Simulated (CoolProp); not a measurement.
Saturation properties of toluene.

Values from CoolProp's reference Helmholtz-energy equation of state, Lemmon 2006. It is a short technical equation, of lower accuracy than the large ones.

```
T (K)   p (MPa)  vapour Z  surface tension (mN/m)  liquid viscosity (µPa s)
-----  --------  --------  ----------------------  ------------------------
289.1  0.002339    0.9974                    29.0                       618
300    0.004177    0.9960                    27.7                       540
310.8  0.007077    0.9941                    26.4                       477
321.7   0.01155    0.9915                    25.1                       425
332.5   0.01807    0.9882                    23.8                       382
343.4   0.02744    0.9840                    22.5                       345
354.2   0.04030    0.9789                    21.2                       314
365.1   0.05780    0.9727                    20.0                       287
```

It boils at 383.7 K under 1 atm.

Viscosity comes from a separate model (Avgeri 2015). Surface tension comes from a separate correlation (Mulero 2012).
